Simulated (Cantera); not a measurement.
Feed: 1 mol Al, 0.52 mol Cl2, 0.79 mol H2, held at 0.000570 bar.

These are equilibrium values from Cantera (NASA tables, ideal gas, pure condensed phases), not measurements of a reactor. Candidate condensed phases: Al, AlCl3; 12 gas species. The tables' values for AlCl2 are old estimates; treat these amounts as uncertain. The numbers say what is thermodynamically allowed, not how fast it happens. All values below are at 948 K.

Base state: H2 0.603, AlCl3 0.192, AlCl 0.192, AlCl2 0.0129, HCl 7.28e-5 (mole fractions); condensed: Al(l).

Question: What changes in the equilibrium state with this change: Cl2 from 0.52 to 8.5 mol?

Answer: 
```tsv
species	before	after
Cl2	<1e-9	0.701
HCl	7.28e-5	0.179
AlCl3	0.192	0.113
H2	0.603	<1e-9
AlCl	0.192	<1e-9
AlCl2	0.0129	<1e-9
Cl	<1e-9	0.00600
Al(l), mol	0.480	0
```

Question: What changes in the equilibrium state with this change: pressure from 0.000570 bar to 0.0750 bar?

Answer: 
| species | before | after |
|---|---|---|
| H2 | 0.603 | 0.691 |
| AlCl3 | 0.192 | 0.295 |
| AlCl | 0.192 | 0.00856 |
| AlCl2 | 0.0129 | 0.00338 |
| Al2Cl6 | 4.48e-6 | 0.00140 |
| HCl | 7.28e-5 | 3.99e-5 |
| Al(l), mol | 0.480 | 0.646 |
